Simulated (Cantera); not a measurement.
## Diamond growth

A diamond (100) surface in a fixed gas of H2 with x(CH4) = 0.0078, x(H) = 0.01, at 1275 K, 128 Torr; coverages are run to steady state.

Computed with Cantera and the Harris–Goodwin 1993 mechanism for the reconstructed diamond (100) surface.

```json
[
 {"x(CH3)": "1e-06", "growth (µm/h)": "0.104", "θ c6HH": "0.394", "θ c6H*": "0.0468", "θ c6*H": "0.518", "θ c6**": "0.0413", "θ c6HM": "8.28e-6"},
 {"x(CH3)": "2.1e-06", "growth (µm/h)": "0.218", "θ c6HH": "0.394", "θ c6H*": "0.0468", "θ c6*H": "0.518", "θ c6**": "0.0413", "θ c6HM": "1.74e-5"},
 {"x(CH3)": "4.5e-06", "growth (µm/h)": "0.467", "θ c6HH": "0.394", "θ c6H*": "0.0468", "θ c6*H": "0.518", "θ c6**": "0.0413", "θ c6HM": "3.73e-5"},
 {"x(CH3)": "9.5e-06", "growth (µm/h)": "0.986", "θ c6HH": "0.394", "θ c6H*": "0.0468", "θ c6*H": "0.518", "θ c6**": "0.0413", "θ c6HM": "7.87e-5"},
 {"x(CH3)": "2e-05", "growth (µm/h)": "2.07", "θ c6HH": "0.394", "θ c6H*": "0.0468", "θ c6*H": "0.518", "θ c6**": "0.0413", "θ c6HM": "0.000166"},
 {"x(CH3)": "4.3e-05", "growth (µm/h)": "4.46", "θ c6HH": "0.394", "θ c6H*": "0.0468", "θ c6*H": "0.517", "θ c6**": "0.0413", "θ c6HM": "0.000356"},
 {"x(CH3)": "9.1e-05", "growth (µm/h)": "9.42", "θ c6HH": "0.394", "θ c6H*": "0.0468", "θ c6*H": "0.517", "θ c6**": "0.0412", "θ c6HM": "0.000752"},
 {"x(CH3)": "0.00019", "growth (µm/h)": "19.6", "θ c6HH": "0.393", "θ c6H*": "0.0467", "θ c6*H": "0.516", "θ c6**": "0.0410", "θ c6HM": "0.00157"},
 {"x(CH3)": "0.00041", "growth (µm/h)": "42.1", "θ c6HH": "0.392", "θ c6H*": "0.0465", "θ c6*H": "0.514", "θ c6**": "0.0407", "θ c6HM": "0.00336"}
]
```
θ: site fractions in the mechanism's names (c6HH fully hydrogenated, c6H* and c6*H radical sites, c6** diradical, c6HM methylated).
